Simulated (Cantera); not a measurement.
**Stirred combustor or abatement burner**

A perfectly stirred reactor is fed with CO : H2 : CH4 : O2 : N2 : H2O = 1 : 0.037 : 0.39 : 1.3 : 4.88 : 0.93 (molar parts), at 1.01 bar; it is adiabatic with a 325 K inlet, and is followed from long to short residence time, starting on the burning branch (τ in s: 0.19, 0.087, 0.04, 0.018, 0.0085, 0.0039, 0.0018, 0.00083, 0.00038, 0.00018, 8.1e-05, 3.7e-05, 1.7e-05).

Computed with Cantera and GRI-Mech 3.0 (53 species, 325 reactions).

```
τ (s)    T (K)    x CO     x H2     x CH4  x H2O    x HO2       x H
-------  -----  ------  -------  --------  -----  -------  --------
0.19      2131  0.0115  0.00297   1.67e-6  0.212  6.32e-7  0.000311
0.087     2116  0.0130  0.00341   3.05e-6  0.211  8.05e-7  0.000412
0.040     2094  0.0152  0.00406   5.32e-6  0.209  1.11e-6  0.000594
0.018     2062  0.0183  0.00501   9.21e-6  0.207  1.65e-6  0.000918
0.0085    2023  0.0219  0.00616   1.54e-5  0.205  2.50e-6   0.00142
0.0039    1973  0.0262  0.00762   2.68e-5  0.202  3.90e-6   0.00225
0.0018    1913  0.0311  0.00928   4.80e-5  0.198  6.00e-6   0.00350
0.00083   1841  0.0367   0.0110   9.06e-5  0.194  9.09e-6   0.00525
0.00038   1755  0.0439   0.0125  0.000189  0.190  1.38e-5   0.00734
0.00018   1649  0.0558   0.0131  0.000463  0.187  2.20e-5   0.00865
8.1e-5     325   0.117  0.00433    0.0457  0.109   <1e-12    <1e-12
3.7e-5     325   0.117  0.00433    0.0457  0.109   <1e-12    <1e-12
1.7e-5     325   0.117  0.00433    0.0457  0.109   <1e-12    <1e-12
```
x: mole fraction; the columns are a selection and need not sum to one.
